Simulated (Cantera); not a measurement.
## Carbon deposition, reforming and gasification: toluene + NH3 + N2

A closed system holds: 1 mol toluene, 0.46 mol NH3, 35 mol N2, equilibrated at 575 K and 21.0 bar.

Method: chemical equilibrium by Gibbs-energy minimisation in Cantera with the NASA 1993 tables (ideal gas, pure condensed phases). Candidate condensed phases: C, C6H6, C7H8, C8H18; 92 gas species. Rates play no part.

The x(N2) comes out as 0.936 and the x(CH4) is 0.0601. The x(H2) is 0.00384. The x(NH3) comes out as 0.000315 and the n(C(graphite)) is 4.74 mol. The gas amount comes out as 37.64 mol.
